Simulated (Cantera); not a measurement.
Input (Python, Cantera):

```python
import numpy as np
import cantera as ct

gas = ct.Solution("SiF4_NH3_mec.yaml", "gas")
gas.TPX = 2350, 101325, {'NH3': 1, 'H2': 0.2, 'N2': 0.016}
reactor = ct.IdealGasConstPressureReactor(gas, energy="off", clone=False)
net = ct.ReactorNet([reactor])
net.rtol, net.atol = 1e-08, 1e-18
show = ['NH3', 'H2', 'NH2', 'N2H2', 'N2', 'N2H4', 'N']
times = np.geomspace(0.0002, 30, 11)

steps = ct.SolutionArray(gas, extra=["t"])
rows = []
print(f"{'t/s':>10s}{'T/K':>9s}{'P/Pa':>11s}" + "".join(f"{s:>11s}" for s in show))
for t in times:
    while net.time < t:
        t_next = net.step()
        steps.append(gas.state, t=t_next)
    rows.append([np.interp(t, steps.t, y) for y in (steps.T, steps.P, *steps(*show).X.T)])
    print(f"{t:10.3e}{rows[-1][0]:9.1f}{rows[-1][1]:11.4g}" + "".join(f"{x:11.3e}" for x in rows[-1][2:]))
rate = np.gradient(steps.T, steps.t)
print("integrator steps:", len(steps.t))
if steps.T.max() > steps.T[0] + 200:
    print(f"time of steepest temperature rise: {steps.t[rate.argmax()]:.4e} s")
gas.TPX = 2350, 101325, {'NH3': 1, 'H2': 0.2, 'N2': 0.016}
gas.equilibrate("TP")
print(f"equilibrium (TP): T = {gas.T:.1f} K  " + "  ".join(f"{s} {gas[s].X[0]:.3e}" for s in show))
```

Result:

```
       t/s      T/K       P/Pa        NH3         H2        NH2       N2H2         N2       N2H4          N
 2.000e-04   2350.0  1.013e+05  6.831e-01  2.634e-01  4.219e-03  2.185e-05  4.850e-02  7.568e-07  6.217e-06
 6.586e-04   2350.0  1.013e+05  4.647e-01  4.238e-01  3.125e-03  1.241e-05  1.073e-01  4.152e-07  7.766e-06
 2.169e-03   2350.0  1.013e+05  1.648e-01  6.437e-01  1.512e-03  3.439e-06  1.879e-01  9.720e-08  9.090e-06
 7.143e-03   2350.0  1.013e+05  8.642e-03  7.556e-01  2.079e-04  1.400e-07  2.298e-01  1.835e-09  9.780e-06
 2.352e-02   2350.0  1.013e+05  1.173e-04  7.575e-01  5.379e-06  1.610e-10  2.316e-01  1.225e-12  9.362e-07
 7.746e-02   2350.0  1.013e+05  2.371e-05  7.575e-01  1.088e-06  9.769e-12  2.316e-01  5.016e-14  1.900e-07
 2.551e-01   2350.0  1.013e+05  7.250e-06  7.576e-01  3.328e-07  3.911e-12  2.316e-01  4.696e-15  5.809e-08
 8.400e-01   2350.0  1.013e+05  4.087e-06  7.576e-01  1.876e-07  3.498e-12  2.316e-01  1.497e-15  3.275e-08
 2.766e+00   2350.0  1.013e+05  3.961e-06  7.576e-01  1.818e-07  3.487e-12  2.316e-01  1.406e-15  3.174e-08
 9.110e+00   2350.0  1.013e+05  3.961e-06  7.576e-01  1.818e-07  3.487e-12  2.316e-01  1.406e-15  3.174e-08
 3.000e+01   2350.0  1.013e+05  3.961e-06  7.576e-01  1.818e-07  3.487e-12  2.316e-01  1.406e-15  3.174e-08
integrator steps: 1649
equilibrium (TP): T = 2350.0 K  NH3 3.961e-06  H2 7.576e-01  NH2 1.818e-07  N2H2 3.487e-12  N2 2.316e-01  N2H4 1.406e-15  N 3.174e-08
```

Model: the gas-phase N/H chemistry of the illustrative SiF4/NH3 mechanism in the Surface Chemkin manual (1991), integrated in Cantera. Walls and surfaces, which speed up NH3 decomposition in real reactors, are not modelled.
